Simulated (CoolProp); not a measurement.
Properties of normal hydrogen along the isotherm 48.5 K.

Values from CoolProp's reference Helmholtz-energy equation of state, Leachman 2009.

```tsv
p (MPa)	phase	Z	cp (kJ/(kg K))	cv (kJ/(kg K))	speed of sound (m/s)	isothermal compressibility (1/MPa)	Prandtl number
1.62	supercritical	0.8543	14.04	6.480	562.5	0.7225	0.796
3.24	supercritical	0.7279	20.13	6.706	590.4	0.3869	1.10
4.86	supercritical	0.6915	21.54	___	690.3	0.1914	1.20
6.48	supercritical	0.7382	19.01	6.688	814.2	0.09772	1.12
8.1	supercritical	0.8156	16.97	6.698	923.8	0.05981	1.05
9.72	supercritical	___	15.61	___	1017	0.04171	1.01
11.3	supercritical	0.9910	14.68	6.760	1095	0.03179	0.981
13	supercritical	1.087	13.96	6.796	1169	0.02514	0.961
```

Problem. Some entries are withheld; supply them.

Solution. 
- 4.86, cv (kJ/(kg K)): 6.721
- 9.72, Z: 0.9028
- 9.72, cv (kJ/(kg K)): 6.727

The peak of cp marks the crossing from liquid-like to gas-like fluid above the critical point.

Viscosity comes from a separate model (Muzny 2013). Thermal conductivity comes from a separate model (Assael 2011).
